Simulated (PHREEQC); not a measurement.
1 kg of water holding 0.025 mol/kgw K2SO4 and 0.14 mol/kgw MgSO4 is evaporated at 25 °C; the solids stay in contact with the brine. The system is closed to CO2. Solids allowed: Arcanite, Brucite, Epsomite, Hexahydrite, Kieserite, Leonite, Misenite, Schoenite. Others were left out.

All values are PHREEQC results (Pitzer model, pitzer.dat), not measurements.

```
water left (kg)  ionic strength  water activity  Epsomite (mol)  Schoenite (mol)  Mg in solution (mol/kgw)  S in solution (mol/kgw)
---------------  --------------  --------------  --------------  ---------------  ------------------------  -----------------------
1                         0.635           0.996               0                0                     0.140                    0.165
0.8219                    0.773           0.995               0                0                         …                    0.201
0.6755                    0.940           0.994               0                0                         …                    0.244
0.5552                     1.14           0.993               0                0                     0.252                    0.297
0.4563                     1.39           0.992               0                0                     0.307                    0.362
0.3082                     2.06           0.989               0                0                     0.454                    0.535
0.2533                     2.51           0.986               0                0                     0.553                    0.651
0.2082                     3.05           0.984               0                0                     0.672                    0.792
0.1711                     3.71           0.980               0                0                     0.818                    0.964
0.1407                     4.51           0.976               0                0                     0.995                     1.17
0.1156                     5.49           0.970               0                0                         …                     1.43
0.09502                    6.68           0.962               0                0                      1.47                     1.74
0.07809                    8.13           0.950               0                0                      1.79                     2.11
0.06418                    9.89           0.933               0                0                      2.18                     2.57
0.04219                    13.3           0.888               0           0.0107                      3.06                     3.40
0.0299                     13.4           0.887          0.0327           0.0150                      3.09                     3.42
0.01961                    13.4           0.887          0.0610           0.0184                      3.09                     3.42
0.01114                    13.4           0.887          0.0843           0.0213                      3.09                     3.42
0.004184                   13.4           0.887           0.103           0.0236                      3.09                     3.42
```

Complete the blanks.


- 0.8219, Mg in solution (mol/kgw): 0.170
- 0.6755, Mg in solution (mol/kgw): 0.207
- 0.1156, Mg in solution (mol/kgw): 1.21
